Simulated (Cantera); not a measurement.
A closed system holds: 1 mol CH₃SiCl₃, 0.11 mol HCl, 5.2 mol H₂, at 1098 K and 75.0 Torr.

Cantera equilibrium calculation (NASA polynomials, part measured and part estimated; ideal gas, pure solids and liquids). Candidate condensed phases: C, C₆H₆, C₇H₈, C₈H₁₈, Si, SiC; 109 gas species. The feed counts by its element totals alone. The tables' values for SiCl₃ are old estimates; treat these amounts as uncertain. The numbers say what is thermodynamically allowed, not how fast it happens.

Base state: H₂ 0.754, HCl 0.193, SiCl₄ 0.0477, SiHCl₃ 0.00271, CH₄ 0.00208, SiCl₃ 0.000540, SiCl₂ 8.59e-5, SiH₂Cl₂ 1.84e-5 (mole fractions); condensed: C(graphite) + SiC(s).

### Question
What changes in the equilibrium state with this change: temperature from 1098 K to 1600 K?

### Answer
```
species            before     after
----------------  -------  --------
H₂                  0.754     0.637
HCl                 0.193     0.353
SiCl₂             8.59e-5   0.00710
SiCl₄              0.0477  0.000639
Cl                1.56e-8   6.02e-5
H                 6.79e-8  0.000137
C₂H₂ (acetylene)  9.60e-9   1.75e-5
CH₄               0.00208   6.63e-5
SiHCl₃            0.00271  0.000166
C(graphite), mol    0.387    0.0761
SiC(s), mol         0.597     0.923
```
